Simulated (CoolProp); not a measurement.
The numbers come from the reference Helmholtz-energy equation of state, Wu 2012 in CoolProp.

### Question
For fluoroethane (R161), give the phase and the density (kg/m³), cp (kJ/(kg K)), cv (kJ/(kg K)), isothermal compressibility (1/MPa) at -62.45 °C and 1.86 bar; -62.45 °C and 9.65 bar; -62.45 °C and 33.1 bar.

### Answer
- -62.45 °C and 1.86 bar: liquid; density 852, cp 1.92, cv 1.35, isothermal compressibility 0.00107
- -62.45 °C and 9.65 bar: liquid; density 853, cp 1.92, cv 1.35, isothermal compressibility 0.00106
- -62.45 °C and 33.1 bar: liquid; density 855, cp 1.91, cv 1.35, isothermal compressibility 0.00103
